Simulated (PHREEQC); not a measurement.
A column of 0.5 m (30 cells, dispersivity 0.04 m, 3600 s a shift, diffusion coefficient 3e-10 m²/s) holds 0.037 eq of the database's cation exchanger X per kg of pore water, first in equilibrium with 0.0014 mol MgSO4 and 1e-05 mol HCl per kg of water. It is flushed with 0.69 mmol/kgw MnCl2, 96 mmol/kgw NH4Cl and 0.01 mmol/kgw HCl, at 25 °C. Values are for the last cell. CO2 from the air is kept out. Nothing may precipitate in this run.

Base run: PHREEQC, ion-association model, phreeqc.dat. Each further column changes one thing. The table gives NH4 in solution (mol/kgw).

| pore volumes | base | exchange capacity from 0.037 to 0.018 eq/kgw | dispersivity from 0.04 to 0.08 m |
|---|---|---|---|
| 0 | 0 | 0 | 0 |
| 0.5167 | 7.12e-5 | (withheld) | (withheld) |
| 1.017 | 0.0242 | 0.0388 | (withheld) |
| 1.517 | 0.0658 | 0.0782 | (withheld) |
| 2.017 | 0.0856 | (withheld) | 0.0820 |
| 2.517 | 0.0926 | 0.0949 | (withheld) |
| 3.017 | 0.0948 | 0.0957 | (withheld) |

Complete the blanks.


- 0.5167, exchange capacity from 0.037 to 0.018 eq/kgw: 0.000630
- 0.5167, dispersivity from 0.04 to 0.08 m: 0.00163
- 1.017, dispersivity from 0.04 to 0.08 m: 0.0328
- 1.517, dispersivity from 0.04 to 0.08 m: 0.0651
- 2.017, exchange capacity from 0.037 to 0.018 eq/kgw: 0.0915
- 2.517, dispersivity from 0.04 to 0.08 m: 0.0897
- 3.017, dispersivity from 0.04 to 0.08 m: 0.0931
